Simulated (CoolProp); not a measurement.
Hydrogen sulfide along the isotherm 269.9 K: density (kg/m³) from the reference equation and from simpler models built on Tc = 373.1 K, pc = 8.999 MPa, ω = 0.101; each cubic takes its own stable root.

Values from CoolProp's reference Helmholtz-energy equation of state, Lemmon 2006. It is a short technical equation, of lower accuracy than the large ones.

```tsv
p (MPa)	phase	reference
0.0427	gas	0.6514
0.0877	gas	1.344
0.18	gas	2.786
0.37	gas	5.850
0.759	gas	12.60
1.56	liquid	841.2
3.2	liquid	844.2
6.57	liquid	850.1
13.5	liquid	861.1
```

Task: How far does each simpler model (van der Waals, Redlich-Kwong, Soave-Redlich-Kwong, Peng-Robinson) lie from the reference over these 9 states: mean and median of the absolute difference, and the worst?

Result: 
- van der Waals: mean 22.5 %, median 3.0 %, worst -96.8 % at 269.9 K and 1.56 MPa
- Redlich-Kwong: mean 2.3 %, median 1.0 %, worst -5.1 % at 269.9 K and 1.56 MPa
- Soave-Redlich-Kwong: mean 1.8 %, median 0.8 %, worst -4.0 % at 269.9 K and 1.56 MPa
- Peng-Robinson: mean 4.0 %, median 0.4 %, worst +9.1 % at 269.9 K and 13.5 MPa

At some of these states van der Waals gives the other phase, because its saturation line lies elsewhere.
